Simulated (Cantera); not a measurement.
Cantera with NASA thermochemical tables; ideal gases at 1 bar, condensed phases pure. Values are per mole of reaction as written; species without (g) are pure solids or liquids, kept so even where they would boil at 1 bar.

C + S2(g) ⇌ CS2(g)

| T (K) | ΔH° (kJ) | ΔS° (J/K) | ΔG° (kJ) | log10 K |
|---|---|---|---|---|
| 498 | ___ | ___ | ___ | ___ |
| 698 | ___ | ___ | ___ | ___ |
| 898 | -10.0 | 7.0 | -16.3 | 0.95 |
| 1098 | -9.9 | 7.1 | -17.7 | 0.84 |
| 1298 | ___ | ___ | ___ | ___ |

Problem. Fill in the missing entries.

Solution. 
- 498, ΔH° (kJ): -10.7
- 498, ΔS° (J/K): 5.9
- 498, ΔG° (kJ): -13.7
- 498, log10 K: 1.43
- 698, ΔH° (kJ): -10.3
- 698, ΔS° (J/K): 6.7
- 698, ΔG° (kJ): -14.9
- 698, log10 K: 1.12
- 1298, ΔH° (kJ): -10.0
- 1298, ΔS° (J/K): 7.1
- 1298, ΔG° (kJ): -19.1
- 1298, log10 K: 0.77
